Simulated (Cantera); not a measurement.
A perfectly stirred reactor is fed with H₂ : O₂ : N₂ = 1 : 0.758 : 2.85 (molar parts), at 7500 Torr; it is adiabatic with a 550 K inlet, and is followed from long to short residence time, starting on the burning branch (τ in s: 0.18, 0.072, 0.03, 0.012, 0.005, 0.002, 0.00083, 0.00034, 0.00014, 5.7e-05, 2.3e-05, 9.6e-06, 3.9e-06).

Model: the H2/O2 subset of GRI-Mech 3.0, which has no nitrogen chemistry, integrated in Cantera. The hydrogen kinetics of GRI-Mech 3.0 are dated; newer H2 mechanisms differ, most at raised pressure.

One state of this run: T (K) = 2150; x H₂ = 0.000536; x O₂ = 0.0621; x HO₂ = 7.46e-6; x H₂O₂ = 6.80e-7; x OH = 0.00323; x O = 0.000241; x H₂O = 0.241. x: mole fraction; the columns are a selection and need not sum to one.

### Question
Which value of τ (s) does it belong to?
A. 5.7e-5
B. 0.012
C. 9.6e-6
D. 0.0020

### Answer
D, 0.0020
